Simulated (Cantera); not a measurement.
# Ignition delay

Mixture: 6.58 % CO, 9.21 % H₂, 3.36 % CH₄, 17.0 % O₂, 63.9 % N₂, equivalence ratio 0.86, at 4430 Torr, adiabatic and at constant volume. Ignition delay is the time to a rise of 400 K.

Cantera simulation using GRI-Mech 3.0 (53 species, 325 reactions); the numbers are that mechanism's predictions, not measurements. Below about 1000 K GRI-Mech 3.0 lacks low-temperature oxidation paths. Below about 950 K walls govern HO2 and H2O2 in real vessels.

```json
[
 {"T0 (K)": "875", "delay (ms)": "247"},
 {"T0 (K)": "950", "delay (ms)": "26.8"},
 {"T0 (K)": "1025", "delay (ms)": "3.25"},
 {"T0 (K)": "1100", "delay (ms)": "0.437"},
 {"T0 (K)": "1175", "delay (ms)": "0.107"},
 {"T0 (K)": "1250", "delay (ms)": "0.0430"},
 {"T0 (K)": "1325", "delay (ms)": "0.0222"},
 {"T0 (K)": "1400", "delay (ms)": "0.0132"},
 {"T0 (K)": "1475", "delay (ms)": "0.00867"},
 {"T0 (K)": "1550", "delay (ms)": "0.00608"}
]
```

```
Item                                                   Result
--------------------------------------------------  ---------
apparent activation energy between 1400 and 1550 K  94 kJ/mol
```
